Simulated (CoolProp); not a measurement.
Octamethyltrisiloxane (MDM) along the isobar 7.28 bar: Z from the reference equation and from simpler models built on Tc = 565.4 K, pc = 14.38 bar, ω = 0.528; each cubic takes its own stable root.

Values from CoolProp's reference Helmholtz-energy equation of state, Thol 2017.

```tsv
T (K)	phase	reference	Redlich-Kwong	Peng-Robinson
438.1	liquid	0.07138	0.08537	0.06912
449.5	liquid	0.07119	0.08562	0.06909
460.9	liquid	0.07117	(withheld)	0.06930
472.3	liquid	0.07134	0.08714	0.06982
483.7	liquid	0.07176	(withheld)	(withheld)
495.1	liquid	(withheld)	0.09077	0.07212
506.5	liquid	0.07365	(withheld)	0.07424
518	liquid	0.07550	0.7206	0.07755
529.4	gas	0.7099	0.7449	0.7021
540.8	gas	0.7447	0.7656	0.7328
552.2	gas	0.7728	0.7837	0.7586
563.6	gas	0.7961	(withheld)	0.7807
575	gas	0.8159	0.8138	0.8000
```

### Question
Fill in the missing entries.

### Answer

- 460.9, Redlich-Kwong: 0.08618
- 483.7, Redlich-Kwong: 0.08860
- 483.7, Peng-Robinson: 0.07072
- 495.1, reference: 0.07249
- 506.5, Redlich-Kwong: 0.6913
- 563.6, Redlich-Kwong: 0.7996

At some of these states Redlich-Kwong gives the other phase, because its saturation line lies elsewhere.
